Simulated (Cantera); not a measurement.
## Gas-phase reforming

A perfectly stirred reactor is fed with CH₄ : H₂O = 1 : 4.4 (molar parts), at 1.60 bar; it is held at 2023 K, and followed from long to short residence time.

Model: GRI-Mech 3.0 (53 species, 325 reactions), integrated in Cantera.

```tsv
τ (s)	x CH₄	x H₂O	x H	x HO₂	x O
8.8	5.33e-5	0.435	0.000982	1.06e-10	1.72e-7
2.1	0.000224	0.435	0.000972	1.03e-10	1.69e-7
0.52	0.000861	0.437	0.000963	1.03e-10	1.68e-7
0.13	0.00285	0.442	0.000955	1.06e-10	1.70e-7
0.031	0.00783	0.462	0.000935	1.20e-10	1.75e-7
0.0075	0.0167	0.512	0.000878	1.63e-10	1.84e-7
0.0018	0.0306	0.594	0.000763	2.59e-10	1.98e-7
0.00044	0.0531	0.675	0.000601	3.88e-10	2.25e-7
```
x: mole fraction; the columns are a selection and need not sum to one.
